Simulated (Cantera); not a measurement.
Standard-state values (1 bar) from the NASA 1993 polynomials, evaluated with Cantera. Values are per mole of reaction as written; species without (g) are pure solids or liquids, kept so even where they would boil at 1 bar. VN: taken at fixed stoichiometry.

Between 300 and 2023 K, where is each reaction favourable under standard conditions?
- V₂O₄ + N₂O(g) → 5 O(g) + 2 VN
- 2 VN + 5 N₂O(g) → 12 N(g) + V₂O₅
- 2 V + 4 NO(g) → V₂O₄ + 2 N₂(g)


- V₂O₄ + N₂O(g) → 5 O(g) + 2 VN: ΔG° is 1990 kJ at 300 K and 1074 kJ at 2023 K; it stays positive (K < 1). ΔH° is 2025 kJ and ΔS° 470 J/K at 2023 K.
- 2 VN + 5 N₂O(g) → 12 N(g) + V₂O₅: ΔG° is 3909 kJ at 300 K and 2299 kJ at 2023 K; it stays positive (K < 1). ΔH° is 4295 kJ and ΔS° 987 J/K at 2023 K.
- 2 V + 4 NO(g) → V₂O₄ + 2 N₂(g): ΔG° is -1668 kJ at 300 K and -1065 kJ at 2023 K; it stays negative (K > 1). ΔH° is -1617 kJ and ΔS° -273 J/K at 2023 K.
